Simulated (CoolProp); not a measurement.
Properties of octamethylcyclotetrasiloxane (D4) along the isotherm 160.35 °C (Tc = 313.4 °C, pc = 1.347 MPa, ω = 0.598).

Model: reference Helmholtz-energy equation of state, Thol 2015, in CoolProp.

| p (MPa) | phase | cp (kJ/(kg K)) | speed of sound (m/s) | isothermal compressibility (1/MPa) | fugacity coefficient |
|---|---|---|---|---|---|
| 0.561 | liquid | 1.955 | 511.9 | 0.005639 | 0.1196 |
| 1.12 | liquid | 1.952 | 520.5 | 0.005431 | 0.06349 |
| 1.68 | liquid | 1.949 | 528.9 | 0.005238 | 0.04486 |
| 2.25 | liquid | 1.946 | 537.1 | [?] | [?] |
| 2.81 | liquid | 1.944 | [?] | 0.004895 | 0.03014 |
| 3.37 | liquid | 1.942 | 552.6 | 0.004743 | 0.02663 |
| 3.93 | liquid | 1.940 | 560.0 | 0.004601 | 0.02418 |
| 4.49 | liquid | 1.938 | 567.2 | 0.004469 | 0.02242 |
| 5.05 | liquid | 1.936 | 574.3 | 0.004345 | 0.02111 |
| 5.61 | liquid | 1.935 | 581.2 | 0.004229 | 0.02011 |
| 6.17 | liquid | 1.933 | 588.0 | 0.004119 | 0.01936 |
| 6.74 | liquid | 1.931 | 594.7 | 0.004014 | 0.01878 |

Some entries are withheld; supply them.


- 2.25, isothermal compressibility (1/MPa): 0.005058
- 2.25, fugacity coefficient: 0.03553
- 2.81, speed of sound (m/s): 544.9
